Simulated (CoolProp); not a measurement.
Octamethylcyclotetrasiloxane (D4) at several states: fugacity coefficient from the reference equation and from simpler models built on Tc = 313.4 °C, pc = 1.347 MPa, ω = 0.598; each cubic takes its own stable root.

Computed with CoolProp (reference Helmholtz-energy equation of state, Thol 2015).

| T (°C) | p (MPa) | phase | reference |
|---|---|---|---|
| 108.75 | 0.106 | liquid | 0.1163 |
| 209.35 | 0.0446 | gas | 0.9759 |
| 66.65 | 0.05 | liquid | 0.03692 |
| 306.15 | 0.094 | gas | 0.9744 |
| 194.55 | 0.0634 | gas | 0.9616 |
| 251.35 | 1.54 | liquid | 0.2895 |

Question: How far does each simpler model (van der Waals, Soave-Redlich-Kwong, Peng-Robinson) lie from the reference over these 6 states: mean and median of the absolute difference, and the worst?

Answer: 
- van der Waals: mean 545.7 %, median 31.6 %, worst +2504.0 % at 66.65 °C and 0.05 MPa
- Soave-Redlich-Kwong: mean 1.6 %, median 0.6 %, worst +4.4 % at 66.65 °C and 0.05 MPa
- Peng-Robinson: mean 3.3 %, median 0.2 %, worst +14.3 % at 66.65 °C and 0.05 MPa

At some of these states van der Waals gives the other phase, because its saturation line lies elsewhere.
